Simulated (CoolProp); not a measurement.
The numbers come from the reference Helmholtz-energy equation of state, Lemmon 2006 in CoolProp. It is a short technical equation, of lower accuracy than the large ones.

Question: Give the vapour pressure (MPa), liquid density (kg/m³), vapour density (kg/m³), liquid cp (kJ/(kg K)) of saturated C2F6 (R116) at 226.3, 244 K.

Answer: 
| T (K) | p (MPa) | liquid density (kg/m³) | vapour density (kg/m³) | liquid cp (kJ/(kg K)) |
|---|---|---|---|---|
| 226.3 | 0.419 | 1460 | 35.0 | 1.04 |
| 244 | 0.784 | 1360 | 66.0 | 1.12 |
